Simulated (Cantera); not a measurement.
A perfectly stirred reactor is fed with 3.36 % C₂H₆, 18.1 % O₂, 67.8 % N₂, 10.7 % H₂O, equivalence ratio 0.65, at 340000 Pa; it is adiabatic with a 525 K inlet, and is followed from long to short residence time, starting on the burning branch (τ in s: 0.021, 0.011, 0.006, 0.0032, 0.0017, 0.00093, 0.0005, 0.00027, 0.00014, 7.6e-05, 4.1e-05, 2.2e-05).

Computed with Cantera and GRI-Mech 3.0 (53 species, 325 reactions).

Question: Predict: blow-out, bracketed by the residence times tried; x(C₂H₆) at τ = 21.0 ms; x(O₂) at τ = 21.0 ms; x(H₂O) at τ = 21.0 ms; x(H₂) at τ = 21.0 ms; x(CO₂) at τ = 21.0 ms; x(C₂H₆) at τ = 0.500 ms; x(O₂) at τ = 0.500 ms; x(H₂O) at τ = 0.500 ms; x(H₂) at τ = 0.500 ms; x(CO₂) at τ = 0.500 ms.

Answer: 
```json
{
 "blow_out_bracketed_by_the_residence_times_tried": "burning at 0.140 ms, out at 76.0 µs",
 "x(C₂H₆) at τ = 21.0 ms": "2.32e-6",
 "x(O₂) at τ = 21.0 ms": "0.0621",
 "x(H₂O) at τ = 21.0 ms": "0.204",
 "x(H₂) at τ = 21.0 ms": "0.000133",
 "x(CO₂) at τ = 21.0 ms": "0.0655",
 "x(C₂H₆) at τ = 0.500 ms": "3.71e-5",
 "x(O₂) at τ = 0.500 ms": "0.0648",
 "x(H₂O) at τ = 0.500 ms": "0.201",
 "x(H₂) at τ = 0.500 ms": "0.00120",
 "x(CO₂) at τ = 0.500 ms": "0.0600"
}
```
